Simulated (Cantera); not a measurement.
Feed: 1 mol TEOS, 9.3 mol O₂, 1.1 mol H₂, at 1525 K and 0.133 bar.

These are equilibrium values from Cantera (NASA tables, ideal gas, pure condensed phases), not measurements of a reactor. Candidate condensed phases: C, C₆H₆, C₇H₈, C₈H₁₈, H₂O, Si, SiC, SiO₂; 123 gas species. The feed counts by its element totals alone. The tables hold silica as quartz up to 1696 K and as liquid above; real silica turns to tridymite and cristobalite and melts near 1996 K. Gases not in the tables: Si(OH)₄. The numbers say what is thermodynamically allowed, not how fast it happens.

Base state: H₂O 0.437, CO₂ 0.222, CO 0.197, H₂ 0.144, H 2.46e-5 (mole fractions); condensed: SiO₂(β-quartz).

Q: What changes in the equilibrium state with this change: TEOS replaced by SiH₂Cl₂?

A: 
```json
[
 {"species": "O₂", "before": "<1e-9", "after": "0.710"},
 {"species": "HCl", "before": "0", "after": "0.170"},
 {"species": "H₂O", "before": "0.437", "after": "0.108"},
 {"species": "CO₂", "before": "0.222", "after": "0"},
 {"species": "CO", "before": "0.197", "after": "0"},
 {"species": "H₂", "before": "0.144", "after": "9.24e-7"},
 {"species": "Cl", "before": "0", "after": "0.00920"},
 {"species": "Cl₂", "before": "0", "after": "0.00237"},
 {"species": "ClO", "before": "0", "after": "6.74e-5"},
 {"species": "HOCl", "before": "0", "after": "1.69e-5"},
 {"species": "SiO₂(β-quartz), mol", "before": "1.00", "after": "1.00"}
]
```
